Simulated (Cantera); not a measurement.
A Cantera script and what it prints.

```python
import numpy as np
import cantera as ct

gas_names = """
    B BH BH2 BH3 BN BO BO2 B2 B2O B2O2 B2O3 B3O3H3 H HBO HBO2 HNO HNO2 HNO3 HO2 H2 H2O H2O2 H3B3O6 N NH
    NH2 NH3 NH2OH NO NO2 NO3 N2 N2H2 N2H4 N2O O OH O2 O3
""".split()
cond_names = """
    B(b) B(L) BN(s) B2O3(L) B3O3H3(cr) H2O(s) H2O(L)
""".split()


def load(file, names, dense=False):
    # The tables refer to 1 bar. Condensed volumes are neglected.
    table = {s.name: s for s in ct.Species.list_from_file(file)}
    out = []
    for n in names:
        d = dict(table[n].input_data)
        d["thermo"] = dict(d["thermo"], **{"reference-pressure": 1e5})
        if dense:
            d["equation-of-state"] = {"model": "constant-volume", "density": "1e6 g/cm^3"}
        out.append(ct.Species.from_dict(d))
    return out


gas = ct.Solution(thermo="ideal-gas", species=load("nasa_gas.yaml", gas_names))
cond = {s.name: ct.Solution(thermo="fixed-stoichiometry", species=[s], name=s.name)
        for s in load("nasa_condensed.yaml", cond_names, dense=True)}
atoms = {
    'borazine': {'B': 3, 'N': 3, 'H': 6},
    'O2': {'O': 2},
}
top_T = {'BN(s)': 3200}  # K; cautious upper limits of use, not melting points


def equilibrate(T, P, feed):
    n = {}
    for name, mol in feed.items():
        for a, k in atoms[name].items():
            n[a] = n.get(a, 0.0) + k * mol
    gas.TPX = T, P, n
    mass = sum(n.values()) * gas.mean_molecular_weight
    gas.equilibrate("TP")
    valid = [c for c in cond.values() if c.min_temp <= T <= top_T.get(c.name, c.max_temp)]
    mix = ct.Mixture([(gas, mass / gas.mean_molecular_weight)] + [(c, 0.0) for c in valid])
    mix.T, mix.P = T, P
    mix.equilibrate("TP", solver="vcs", rtol=1e-11, max_steps=5000)
    return mix


results = []
feed = {'borazine': 1, 'O2': 0.24}  # mol
T = 2000  # K
for P in [10, 46, 220, 1000, 4600, 22000, 100000]:
    mix = equilibrate(T, P, feed)
    results.append((T, P, feed, dict(zip(mix.species_names, mix.species_moles))))
    x = sorted(zip(gas.X, gas.species_names), reverse=True)
    print(f"T = {T:g} K  P = {P:g} Pa  gas = {mix.phase_moles(0):.4g} mol")
    print("   x: " + "  ".join(f"{s} {v:.3e}" for v, s in x if v > 1e-06))
    print("   condensed (mol): " + ("  ".join(f"{mix.phase(i).name} {mix.phase_moles(i):.4g}"
          for i in range(1, mix.n_phases) if mix.phase_moles(i) > 1e-12) or "none"))
```

It prints:

```
T = 2000 K  P = 10 Pa  gas = 5.226 mol
   x: H2 5.060e-01  N2 2.870e-01  H 1.157e-01  BO 6.650e-02  HBO 2.005e-02  B2O2 2.163e-03  B 1.333e-03  B2O 9.783e-04  BH2 2.368e-04  BH 2.172e-05  BN 7.828e-06  HBO2 1.628e-06  B2O3 1.212e-06
   condensed (mol): B(b) 2.507
T = 2000 K  P = 46 Pa  gas = 4.708 mol
   x: H2 5.896e-01  N2 2.559e-01  H 5.822e-02  BO 5.231e-02  HBO 3.651e-02  B2O2 6.156e-03  B2O 7.696e-04  B 2.898e-04  BH2 2.759e-04  B2O3 1.248e-05  BH 1.093e-05  HBO2 1.072e-05  BN 3.446e-06
   condensed (mol): B(b) 1.923  BN(s) 0.5907
T = 2000 K  P = 220 Pa  gas = 3.604 mol
   x: H2 7.839e-01  N2 6.693e-02  HBO 6.537e-02  BO 3.714e-02  H 3.070e-02  B2O2 1.484e-02  B2O 4.885e-04  BH2 3.280e-04  B2O3 1.143e-04  HBO2 7.294e-05  B 5.417e-05  BH 5.153e-06  H2O 4.859e-06  BH3 1.043e-06
   condensed (mol): BN(s) 2.518
T = 2000 K  P = 1000 Pa  gas = 3.537 mol
   x: H2 8.031e-01  HBO 7.480e-02  N2 6.739e-02  BO 1.969e-02  B2O2 1.897e-02  H 1.457e-02  B2O3 7.536e-04  HBO2 4.304e-04  BH2 1.571e-04  B2O 1.211e-04  H2O 2.567e-05  B 5.570e-06  BH 1.144e-06  BH3 1.078e-06
   condensed (mol): BN(s) 2.523
T = 2000 K  P = 4600 Pa  gas = 3.489 mol
   x: H2 8.174e-01  HBO 7.569e-02  N2 6.606e-02  B2O2 1.908e-02  BO 9.210e-03  H 6.855e-03  B2O3 3.463e-03  HBO2 1.989e-03  H2O 1.193e-04  BH2 7.530e-05  B2O 2.667e-05  BO2 2.012e-06  BH3 1.118e-06
   condensed (mol): BN(s) 2.539
T = 2000 K  P = 22000 Pa  gas = 3.433 mol
   x: H2 8.358e-01  HBO 6.512e-02  N2 6.141e-02  B2O2 1.382e-02  B2O3 9.839e-03  HBO2 6.716e-03  BO 3.584e-03  H 3.170e-03  H2O 4.788e-04  BH2 3.651e-05  B3O3H3 1.057e-05  B2O 4.921e-06  BO2 3.072e-06  BH3 1.199e-06
   condensed (mol): BN(s) 2.578
T = 2000 K  P = 100000 Pa  gas = 3.375 mol
   x: H2 8.553e-01  N2 5.492e-02  HBO 4.741e-02  B2O3 1.576e-02  HBO2 1.512e-02  B2O2 7.156e-03  H2O 1.516e-03  H 1.504e-03  BO 1.210e-03  B3O3H3 8.423e-05  BH2 1.853e-05  NH3 3.724e-06  BO2 3.207e-06  BH3 1.313e-06
   condensed (mol): BN(s) 2.629
```

Method: chemical equilibrium by Gibbs-energy minimisation in Cantera with the NASA 1993 tables (ideal gas, pure condensed phases). The feed counts by its element totals alone. Mutual solubility and eutectic melting of coexisting phases are not modelled. The tables' values for BH2 are old estimates; treat these amounts as uncertain.
